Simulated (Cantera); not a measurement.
A closed system holds: 1 mol Si₃H₈, 0.52 mol Cl₂, 170 mol N₂, held at 1.33 mbar.

Cantera equilibrium calculation (NASA polynomials, part measured and part estimated; ideal gas, pure solids and liquids). Candidate condensed phases: NH₄Cl, Si, Si₃N₄; 28 gas species. The feed counts by its element totals alone. N₂ is the only nitrogen source here; it is nearly inert below about 1500 K, so the nitride shown seldom forms there in practice. The tables' values for SiCl, SiN are old estimates; treat these amounts as uncertain. Equilibrium is a limit: real reactors are often held back by kinetics, nucleation or transport.

x: gas mole fraction; n: condensed amount in mol.

| T (K) | x N₂ | x H₂ | x HCl | x Si | n Si₃N₄(s) | n Si(l) |
|---|---|---|---|---|---|---|
| 1048 | 0.974 | 0.0202 | 0.00603 | <1e-12 | 1.000 | 0 |
| 1123 | 0.974 | 0.0202 | 0.00603 | <1e-12 | 1.000 | 0 |
| 1198 | 0.974 | 0.0202 | 0.00602 | <1e-12 | 1.000 | 0 |
| 1273 | 0.974 | 0.0202 | 0.00600 | 4.40e-11 | 0.999 | 0 |
| 1348 | 0.974 | 0.0202 | 0.00591 | 1.68e-9 | 0.997 | 0 |
| 1423 | 0.974 | 0.0203 | 0.00566 | 4.34e-8 | 0.990 | 0 |
| 1498 | 0.974 | 0.0206 | … | 8.07e-7 | 0.975 | 0 |
| 1573 | 0.974 | 0.0209 | … | 1.13e-5 | 0.951 | 0 |
| 1648 | 0.973 | 0.0213 | … | 0.000124 | 0.918 | 0 |
| 1723 | 0.973 | 0.0211 | 0.00295 | 0.000738 | 0 | 2.59 |
| 1798 | 0.971 | 0.0207 | 0.00298 | 0.00231 | 0 | 2.30 |

Task: Complete the blanks.

Result: 
- 1498, x HCl: 0.00513
- 1573, x HCl: 0.00433
- 1648, x HCl: 0.00343
